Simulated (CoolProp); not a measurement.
Model: reference Helmholtz-energy equation of state, Wu 2011, in CoolProp.

Q: For dimethyl ether, give the phase and the density (kg/m³), fugacity coefficient at 394.7 K and 5480 kPa; 409.2 K and 5480 kPa; 525 K and 5480 kPa.

A: 
- 394.7 K and 5480 kPa: liquid; density 431, fugacity coefficient 0.603
- 409.2 K and 5480 kPa: supercritical; density 151, fugacity coefficient 0.673
- 525 K and 5480 kPa: supercritical; density 68.0, fugacity coefficient 0.859
